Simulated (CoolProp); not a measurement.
A single-stage vapour-compression cycle with the fluid: evaporating at 266.15 K (dew point), condensing at 293.15 K (bubble point), superheat 0 K, subcooling 0 K, compressor efficiency 0.8, no pressure losses. The same conditions are run with several fluids, on thermodynamics alone (safety and materials aside).

The numbers come from the reference Helmholtz-energy equation of state of each fluid (R245fa: Akasaka 2015; c-C4F8 (RC318): Platzer 1990; ethane: Bücker 2006; R245ca: Zhou 2016; sulfur dioxide: Gao 2016; R13: Platzer 1990) in CoolProp. The equations of Platzer and Polt are older, rougher fits.

```json
[
 {"fluid": "R245fa", "cooling COP": "7.13", "pressure ratio": "3.21", "discharge temperature (K)": "297.8", "refrigerating effect (kJ/kg)": "(withheld)", "volumetric capacity (kJ/m³)": "(withheld)"},
 {"fluid": "c-C4F8 (RC318)", "cooling COP": "6.66", "pressure ratio": "2.73", "discharge temperature (K)": "293.2", "refrigerating effect (kJ/kg)": "88.2", "volumetric capacity (kJ/m³)": "(withheld)"},
 {"fluid": "ethane", "cooling COP": "(withheld)", "pressure ratio": "1.88", "discharge temperature (K)": "308.2", "refrigerating effect (kJ/kg)": "224", "volumetric capacity (kJ/m³)": "8430"},
 {"fluid": "R245ca", "cooling COP": "7.14", "pressure ratio": "3.42", "discharge temperature (K)": "298.0", "refrigerating effect (kJ/kg)": "186", "volumetric capacity (kJ/m³)": "275"},
 {"fluid": "sulfur dioxide", "cooling COP": "7.13", "pressure ratio": "2.86", "discharge temperature (K)": "346.2", "refrigerating effect (kJ/kg)": "(withheld)", "volumetric capacity (kJ/m³)": "1210"},
 {"fluid": "R13", "cooling COP": "4.88", "pressure ratio": "1.94", "discharge temperature (K)": "(withheld)", "refrigerating effect (kJ/kg)": "(withheld)", "volumetric capacity (kJ/m³)": "(withheld)"}
]
```

Q: Complete the blanks.

A: 
- R245fa, refrigerating effect (kJ/kg): 174
- R245fa, volumetric capacity (kJ/m³): 412
- c-C4F8 (RC318), volumetric capacity (kJ/m³): 809
- ethane, cooling COP: 5.23
- sulfur dioxide, refrigerating effect (kJ/kg): 350
- R13, discharge temperature (K): 304.1
- R13, refrigerating effect (kJ/kg): 60.7
- R13, volumetric capacity (kJ/m³): 6560

The compression ends wet for: c-C4F8 (RC318).
